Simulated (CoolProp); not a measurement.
Aqueous methanol as a coolant, at -14 °C, 1 atm.

Model: Melinder's fits for secondary coolants, in CoolProp.

| mass % | freezing point (°C) | density (kg/m³) | cp (kJ/(kg K)) | Prandtl number | conductivity (W/(m K)) |
|---|---|---|---|---|---|
| 22.9 | … | 972.2 | 3.932 | 58.1 | 0.435 |
| 29.4 | -25.0 | … | 3.763 | 62.8 | … |
| 35.8 | … | 958.5 | 3.612 | 64.1 | 0.385 |
| 42.3 | -42.1 | 949.6 | … | 62.1 | 0.361 |
| 48.7 | … | 939.5 | 3.325 | 57.6 | 0.340 |

Task: Complete the blanks.

Result: 
- 22.9, freezing point (°C): -17.9
- 29.4, density (kg/m³): 965.9
- 29.4, conductivity (W/(m K)): 0.409
- 35.8, freezing point (°C): -32.9
- 42.3, cp (kJ/(kg K)): 3.469
- 48.7, freezing point (°C): -52.3
